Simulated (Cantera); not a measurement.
A freely propagating, adiabatic, planar premixed flame of H₂ : O₂ : N₂ : H₂O = 1 : 0.25 : 0.94 : 0.13 (molar parts), unburnt at 300 K and 308 Torr; mixture-averaged transport, grid criteria slope 0.08 and curve 0.16, no radiation.

Cantera simulation using the H2/O2 subset of GRI-Mech 3.0, which has no nitrogen chemistry; the numbers are that mechanism's predictions, not measurements. Burning velocities carry a grid error of a few per cent, more on coarse grids.

Predict: laminar burning velocity; thermal thickness; peak x(O); peak x(H); peak x(OH).


```
Quantity                    Result
------------------------  --------
laminar burning velocity  255 cm/s
thermal thickness         0.961 mm
peak x(O)                  0.00265
peak x(H)                   0.0709
peak x(OH)                 0.00281
```
